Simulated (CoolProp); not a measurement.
Vapour-liquid equilibrium of R125 (1) + R227EA (2) at 0.00829 MPa; x and y are mole fractions of (1).

Model: multi-fluid Helmholtz-energy mixture model, Lemmon 2005 and Lemmon 2016; pair parameters Bell 2016, in CoolProp.

```
x     bubble temperature (K)  y at the bubble point  dew temperature at overall composition x (K)  liquid density (mol/L)
----  ----------------------  ---------------------  --------------------------------------------  ----------------------
0.05                   207.9                  0.242                                    (withheld)                   10.13
0.2                    200.7             (withheld)                                         208.5              (withheld)
0.35                   195.8                  0.796                                         206.2                   11.19
0.5                    192.2             (withheld)                                    (withheld)                   11.73
0.65                   189.4                  0.936                                         200.1              (withheld)
0.8                    187.2                  0.969                                         195.6                   12.89
0.95                   185.3                  0.993                                         188.5                   13.53
```

Task: Some entries are withheld; supply them.

Result: 
- 0.05, dew temperature at overall composition x (K): 210.5
- 0.2, y at the bubble point: 0.628
- 0.2, liquid density (mol/L): 10.66
- 0.5, y at the bubble point: 0.884
- 0.5, dew temperature at overall composition x (K): 203.5
- 0.65, liquid density (mol/L): 12.29

No azeotrope shows between x = 0.05 and 0.95.

The pair parameters rest on a limited set of measurements; away from them the model extrapolates.
